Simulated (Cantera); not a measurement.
Input: 1 mol C2F6, 0.23 mol H2, held at 3048.15 K and 0.00670 bar.

These are equilibrium values from Cantera (NASA tables, ideal gas, pure condensed phases), not measurements of a reactor. Candidate condensed phases: C, C6H6, C7H8, C8H18; 95 gas species. The feed counts by its element totals alone. Equilibrium is a limit: real reactors are often held back by kinetics, nucleation or transport.

Base state: F 0.747, CF 0.0873, HF 0.0686, C3 0.0593, CF2 0.0164, C 0.0109, C2 0.00664, H 0.00308 (mole fractions); condensed: gas only.

Q: What changes in the equilibrium state with this change: temperature from 3048.15 K to 1750 K?

A: 
```tsv
species	before	after
CF4	2.09e-7	0.738
HF	0.0686	0.247
CF2	0.0164	0.0109
F	0.747	0.00294
C3	0.0593	<1e-9
C	0.0109	<1e-9
CF	0.0873	3.29e-6
C2	0.00664	<1e-9
C5	0.00105	<1e-9
C4	0.000210	<1e-9
H	0.00308	8.76e-8
C(graphite), mol	0	0.606
```
Gases not in the tables: C2F6 and larger saturated fluorocarbons.
